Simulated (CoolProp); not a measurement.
Vapour-liquid equilibrium of dimethyl ether (1) + chloromethane (R40) (2) at 59.8 kPa; x and y are mole fractions of (1).

Computed with CoolProp (multi-fluid Helmholtz-energy mixture model, Wu 2011 and Thol 2014; pair parameters Bell 2016).

```tsv
x	bubble temperature, mixture model (K)	bubble temperature, Raoult's law (K)	y, mixture model	y, Raoult's law
0.05	237.9	237.7	0.041	0.052
0.125	238.2	237.6	?	0.129
0.2	238.4	237.5	0.181	0.206
0.275	238.6	237.5	0.258	0.283
0.35	238.7	237.4	?	0.359
0.425	238.8	237.4	0.423	0.435
0.5	238.7	237.3	0.508	0.510
0.575	238.6	237.2	?	0.584
0.65	238.5	237.2	0.676	0.659
0.725	238.2	237.1	0.755	0.733
0.8	237.9	237.1	?	0.806
0.875	237.6	237.0	?	0.879
0.95	237.2	236.9	0.962	0.952
```

**Question.** Complete the blanks.

**Answer.** 
- 0.125, y, mixture model: 0.108
- 0.35, y, mixture model: 0.339
- 0.575, y, mixture model: 0.593
- 0.8, y, mixture model: 0.830
- 0.875, y, mixture model: 0.899

The largest gap from Raoult's law is +1.4 K in bubble temperature, at x = 0.5. y crosses x between x = 0.425 and 0.5: the model has an azeotrope there.

Pair parameters are fitted to limited data, so mixtures are less certain than the pure fluids.
